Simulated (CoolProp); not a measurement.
1,2-dichloroethane along the isobar 1.01 bar: Z from the reference equation and from simpler models built on Tc = 561.6 K, pc = 52.26 bar, ω = 0.269; each cubic takes its own stable root.

Model: reference Helmholtz-energy equation of state, Thol 2015, in CoolProp.

```
T (K)   phase   reference  van der Waals  Redlich-Kwong  Soave-Redlich-Kwong  Peng-Robinson
-----  ------  ----------  -------------  -------------  -------------------  -------------
253.8  liquid    0.003621     (withheld)       0.004271             0.004196       0.003736
259.3  liquid    0.003565     (withheld)       0.004203             0.004126       0.003672
264.8  liquid    0.003512       0.006155       0.004139             0.004059       0.003612
270.3  liquid    0.003461         0.9689       0.004078             0.003996       0.003554
275.8  liquid    0.003412         0.9703       0.004020           (withheld)       0.003500
281.3  liquid    0.003366         0.9715       0.003965             0.003878       0.003448
286.8  liquid  (withheld)         0.9728       0.003913             0.003824       0.003398
292.3  liquid    0.003280         0.9739       0.003864             0.003772       0.003351
297.8  liquid    0.003240         0.9750       0.003817             0.003722       0.003306
303.3  liquid    0.003201         0.9760       0.003773             0.003676       0.003264
308.9  liquid    0.003164         0.9769       0.003730             0.003630       0.003222
314.4  liquid    0.003130         0.9778     (withheld)             0.003588       0.003184
```

**Question.** Fill in the missing entries.

**Answer.** 
- 253.8, van der Waals: 0.006356
- 259.3, van der Waals: 0.006253
- 275.8, Soave-Redlich-Kwong: 0.003935
- 286.8, reference: 0.003322
- 314.4, Redlich-Kwong: 0.003690

At some of these states van der Waals gives the other phase, because its saturation line lies elsewhere.
